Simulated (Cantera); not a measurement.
# Fluorocarbon and chlorocarbon gases: CHF3 + H2 + HCl

Feed: 1 mol CHF3, 0.5 mol H2, 0.68 mol HCl, at 1.33 mbar.

Cantera equilibrium calculation (NASA polynomials, part measured and part estimated; ideal gas, pure solids and liquids). Candidate condensed phases: C, C6H6, C7H8, C8H18; 118 gas species. Gases not in the tables: C2F6 and larger saturated fluorocarbons. Rates play no part.

From 1300 K to 2200 K the condensed part is C(graphite). The main C-bearing gas is CF4 at 1300 K and CF2 at 2200 K. The share of C in condensed phases is highest at 2200 K (96.6 %) and lowest at 1300 K (84.1 %).

```csv
T (K),x HF,x Cl,x HCl,x F,x CF4,x Cl2,x CF2,n C(graphite)
1300,0.760,0.0582,0.101,2.70e-6,0.0506,0.0294,8.31e-6,0.841
1400,0.769,0.109,0.0624,2.06e-5,0.0401,0.0196,4.72e-5,0.869
1500,0.772,0.153,0.0335,0.000120,0.0321,0.00909,0.000210,0.892
1600,0.774,0.177,0.0167,0.000561,0.0271,0.00346,0.000780,0.905
1700,0.774,0.188,0.00835,0.00220,0.0235,0.00127,0.00249,0.910
1800,0.771,0.191,0.00444,0.00723,0.0190,0.000488,0.00664,0.911
1900,0.761,0.191,0.00265,0.0195,0.0115,0.000199,0.0137,0.910
2000,0.748,0.188,0.00196,0.0396,0.00359,8.66e-5,0.0183,0.920
2100,0.738,0.186,0.00192,0.0589,0.000463,4.08e-5,0.0144,0.944
2200,0.732,0.184,0.00221,0.0721,3.83e-5,2.06e-5,0.00848,0.966
```
x: gas mole fraction; n: condensed amount in mol.
